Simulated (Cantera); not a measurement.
A perfectly stirred reactor is fed with 16.0 % H2, 30.8 % O2, 52.4 % N2, 0.709 % H2O, at 0.920 bar; it is held at 975 K, and followed from long to short residence time.

Cantera simulation using the H2/O2 subset of GRI-Mech 3.0, which has no nitrogen chemistry; the numbers are that mechanism's predictions, not measurements. The temperature is held fixed by assumption; the heat of reaction is taken as removed at once.

x: mole fraction; the columns are a selection and need not sum to one.

```
τ (s)         x H2   x O2         x H        x OH       x HO2
------  ----------  -----  ----------  ----------  ----------
6.1        0.00462  0.250     4.62e-8     4.12e-7     2.59e-5
2.0     (withheld)  0.252  (withheld)  (withheld)  (withheld)
0.62        0.0252  0.257     3.82e-7     6.34e-7     7.16e-5
0.20    (withheld)  0.268  (withheld)  (withheld)  (withheld)
0.063       0.0902  0.281     2.06e-6     8.92e-7    0.000130
0.020        0.111  0.289     4.64e-6     1.59e-6    0.000159
0.0063       0.117  0.292     1.28e-5     4.38e-6    0.000198
```

### Question
What belongs in the gaps?

### Answer

- 2.0, x H2: 0.0104
- 2.0, x H: 1.33e-7
- 2.0, x OH: 5.34e-7
- 2.0, x HO2: 4.38e-5
- 0.20, x H2: 0.0549
- 0.20, x H: 9.34e-7
- 0.20, x OH: 7.00e-7
- 0.20, x HO2: 0.000102
